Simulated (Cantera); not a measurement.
Mixture: CH4 : CO : O2 : N2 = 1 : 0.038 : 1.68 : 6.33 (molar parts), at 101000 Pa, adiabatic and at constant volume. Ignition delay is the time to a rise of 400 K.

Model: GRI-Mech 3.0 (53 species, 325 reactions), integrated in Cantera.

Predict: delay at 1300 K; delay at 1375 K; delay at 1450 K; delay at 1525 K; delay at 1600 K; apparent activation energy between 1450 and 1600 K.


| Quantity | Value |
|---|---|
| delay at 1300 K | 12.4 ms |
| delay at 1375 K | 4.81 ms |
| delay at 1450 K | 2.02 ms |
| delay at 1525 K | 0.924 ms |
| delay at 1600 K | 0.461 ms |
| apparent activation energy between 1450 and 1600 K | 190 kJ/mol |
